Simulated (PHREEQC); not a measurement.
Make-up at 25 °C: 30 mmol/kgw CuSO4, 190 mmol/kgw HNO3 and 6.4 mmol/kgw Na2SO4. Closed to the air; pH follows from the charge balance.

All values are PHREEQC results (ion-association model, phreeqc.dat), not measurements.

Precipitation was switched off in this run.

Q: Order these S species by the share of S that they hold, largest first: CuSO4, SO4-2, NaSO4-, HSO4-.

A: HSO4- (76 %), SO4-2 (17 %), CuSO4 (7.1 %), NaSO4- (0.29 %)

The pH is 0.89 and the ionic strength 0.264 mol/kgw.
